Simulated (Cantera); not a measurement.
## Hydrogen reduction and annealing atmospheres: PbO + H₂

A closed system holds: 1 mol PbO, 340 mol H₂, equilibrated at 22.0 mbar.

Method: chemical equilibrium by Gibbs-energy minimisation in Cantera with the NASA 1993 tables (ideal gas, pure condensed phases). Candidate condensed phases: H₂O, Pb, PbO, PbO₂, Pb₃O₄; 12 gas species. Equilibrium is a limit: real reactors are often held back by kinetics, nucleation or transport.

From 825 K to 1050 K the condensed part is Pb(l). From 1125 K to 1275 K nothing is condensed. The main Pb-bearing gas is Pb throughout.

| T (K) | log p H₂ | log p H₂O | log p Pb | log p H | n Pb(l) |
|---|---|---|---|---|---|
| 825 | -1.66 | -4.19 | -6.84 | -11.93 | 0.998 |
| 900 | -1.66 | -4.19 | -5.86 | -10.76 | 0.979 |
| 975 | -1.66 | -4.19 | -5.04 | -9.77 | 0.858 |
| 1050 | -1.66 | -4.19 | -4.33 | -8.92 | 0.279 |
| 1125 | -1.66 | -4.19 | -4.19 | -8.18 | 0 |
| 1200 | -1.66 | -4.19 | -4.19 | -7.53 | 0 |
| 1275 | -1.66 | -4.19 | -4.19 | -6.96 | 0 |
log p: log10 of the partial pressure in bar; n: condensed amount in mol.
